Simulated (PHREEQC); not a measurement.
A solution holds 0.0011 mol BaCl2, 0.00018 mol KHCO3 and 0.044 mol CdCl2 per kg of water, at 20 °C. Closed to the air; pH follows from the charge balance.

All values are PHREEQC results (ion-association model, wateq4f.dat), not measurements.

Precipitation was switched off in this run.

Problem. Estimate the pH.

Solution. pH 6.71.

Problem. In which forms is C present?

Solution. HCO3- 65 %, CO2 24 %, CdHCO3+ 11 % of the C.

Saturation is exceeded, for instance for Otavite; the values hold only as long as no solid forms.
